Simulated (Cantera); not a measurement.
Feed: 1 mol SiO2, 0.31 mol Al2O3, 0.13 mol O2, held at 0.130 bar.

These are equilibrium values from Cantera (NASA tables, ideal gas, pure condensed phases), not measurements of a reactor. Candidate condensed phases: Al, Al2O3, Al2SiO5, Al6Si2O13, Si, SiO2; 14 gas species. Mutual solubility and eutectic melting of coexisting phases are not modelled. The tables hold silica as quartz up to 1696 K and as liquid above; real silica turns to tridymite and cristobalite and melts near 1996 K. Condensed phases not in the tables: alloys, solid solutions and most ternary compounds. Kinetics and transport are ignored.

x: gas mole fraction; n: condensed amount in mol.

```csv
T (K),x O2,x O,x SiO2,x SiO,x O3,n Al6Si2O13(mullite),n SiO2(β-quartz),n SiO2(condensed),n SiO2(l)
1498,1.000,1.09e-5,1.54e-11,<1e-12,1.11e-9,0.103,0.793,0,0
1548,1.000,2.12e-5,7.14e-11,<1e-12,1.61e-9,0.103,0.793,0,0
1598,1.000,3.93e-5,3.00e-10,[?],2.29e-9,0.103,0.793,0,0
1648,1.000,7.02e-5,1.15e-9,[?],3.19e-9,0.103,0.793,0,0
1698,1.000,0.000121,4.09e-9,[?],4.36e-9,0.103,0,0.793,0
1748,1.000,0.000203,1.32e-8,[?],5.86e-9,0.103,0,0.793,0
1798,1.000,0.000331,4.01e-8,[?],7.74e-9,0.103,0,0.793,0
1848,0.999,0.000525,1.14e-7,[?],1.01e-8,0.103,0,0.793,0
1898,0.999,0.000813,3.07e-7,[?],1.30e-8,0.103,0,0.793,0
1948,0.999,0.00123,7.82e-7,[?],1.65e-8,0.103,0,0.793,0
1998,0.998,0.00183,1.90e-6,[?],2.07e-8,0.103,0,0,0.793
2048,0.997,0.00266,4.41e-6,[?],2.57e-8,0.103,0,0,0.793
2098,0.996,0.00380,9.81e-6,[?],3.16e-8,0.103,0,0,0.793
```

Question: Complete the blanks.

Answer: 
- 1598, x SiO: 3.37e-12
- 1648, x SiO: 2.04e-11
- 1698, x SiO: 1.11e-10
- 1748, x SiO: 5.38e-10
- 1798, x SiO: 2.38e-9
- 1848, x SiO: 9.69e-9
- 1898, x SiO: 3.66e-8
- 1948, x SiO: 1.29e-7
- 1998, x SiO: 4.24e-7
- 2048, x SiO: 1.31e-6
- 2098, x SiO: 3.85e-6
